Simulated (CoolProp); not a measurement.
Values from CoolProp's reference Helmholtz-energy equation of state, Lemmon 2006. It is a short technical equation, of lower accuracy than the large ones.

Task: For n-decane, give the phase and the density (kg/m³), cv (kJ/(kg K)), Prandtl number at 416.9 K and 101 kPa; 438.1 K and 101 kPa; 459.3 K and 101 kPa.

Result: 
- 416.9 K and 101 kPa: liquid; density 631, cv 2.25, Prandtl number 6.71
- 438.1 K and 101 kPa: liquid; density 612, cv 2.34, Prandtl number 6.19
- 459.3 K and 101 kPa: gas; density 3.99, cv 2.31, Prandtl number 0.842

Viscosity comes from a separate model (Huber 2004). Thermal conductivity comes from a separate model (Huber 2005).
